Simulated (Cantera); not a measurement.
# Ignition delay

Mixture: CH₄ : H₂ : O₂ : N₂ = 1 : 0.85 : 1.52 : 5.7 (molar parts), at 3750 Torr, adiabatic and at constant volume. Ignition delay is the time to a rise of 400 K.

Detailed kinetics in Cantera: GRI-Mech 3.0 (53 species, 325 reactions).

```csv
T0 (K),delay (ms)
1125,0.780
1200,0.353
1275,0.195
1350,0.116
1425,0.0708
1500,0.0446
1575,0.0290
1650,0.0193
1725,0.0133
```

The apparent activation energy between 1575 and 1725 K comes out as 120 kJ/mol.
